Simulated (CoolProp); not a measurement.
Ethanol along the isobar 68.9 bar: density (kg/m³) from the reference equation and from simpler models built on Tc = 514.7 K, pc = 62.68 bar, ω = 0.644; each cubic takes its own stable root.

Values from CoolProp's reference Helmholtz-energy equation of state, Schroeder 2014.

```
T (K)   phase  reference  van der Waals  Redlich-Kwong  Soave-Redlich-Kwong  Peng-Robinson
-----  ------  ---------  -------------  -------------  -------------------  -------------
168.8  liquid      902.0          484.1          718.5                738.2          824.8
187.3  liquid      884.5          477.2          707.9                731.1          817.3
205.8  liquid      868.0          470.1          696.6                723.3          809.1
224.3  liquid      852.1          462.8          684.6                714.7          800.1
242.9  liquid      836.5          455.1          671.8                705.3          790.2
261.4  liquid      821.3          447.2          658.4                695.0          779.4
279.9  liquid      806.1          439.1          644.1                683.8          767.5
298.4  liquid      790.9          430.5          628.9                671.4          754.3
316.9  liquid      775.4          421.6          612.9                657.9          739.8
335.4  liquid      759.4          412.2          595.8                642.9          723.8
353.9  liquid      742.5          402.3          577.7                626.4          705.9
372.4  liquid      724.3          391.8          558.2                608.1          685.9
391    liquid      704.4          380.5          537.2                587.5          663.2
409.5  liquid      682.2          368.3          514.5                564.4          637.6
```
